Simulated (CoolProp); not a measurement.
A single-stage vapour-compression cycle with n-hexane: evaporating at 325.15 K (dew point), condensing at 368.15 K (bubble point), superheat 2 K, subcooling 5 K, compressor efficiency 0.8, no pressure losses. Each further row changes one setting.

Model: reference Helmholtz-energy equation of state, Thol 2019, in CoolProp.

| case | cooling COP | pressure ratio | discharge temperature (K) | refrigerating effect (kJ/kg) | volumetric capacity (kJ/m³) |
|---|---|---|---|---|---|
| as stated | 5.13 | 3.72 | 368.2 | 257 | 488 |
| evaporating temperature 330.15 K | 6.05 | 3.13 | 368.2 | 265 | (withheld) |
| condensing temperature 363.15 K | (withheld) | (withheld) | 363.1 | 269 | 512 |
| subcooling 10 K | (withheld) | 3.72 | 368.2 | 269 | 512 |
| superheat 12 K | (withheld) | 3.72 | 368.4 | (withheld) | (withheld) |
| compressor efficiency 0.7 | (withheld) | 3.72 | 368.2 | 257 | 488 |

**Question.** Complete the blanks.

**Answer.** 
- evaporating temperature 330.15 K, volumetric capacity (kJ/m³): 593
- condensing temperature 363.15 K, cooling COP: 5.99
- condensing temperature 363.15 K, pressure ratio: 3.26
- subcooling 10 K, cooling COP: 5.39
- superheat 12 K, cooling COP: 5.24
- superheat 12 K, refrigerating effect (kJ/kg): 275
- superheat 12 K, volumetric capacity (kJ/m³): 505
- compressor efficiency 0.7, cooling COP: 4.49

The compression ends wet for: as stated; evaporating temperature 330.15 K; condensing temperature 363.15 K; subcooling 10 K; compressor efficiency 0.7.
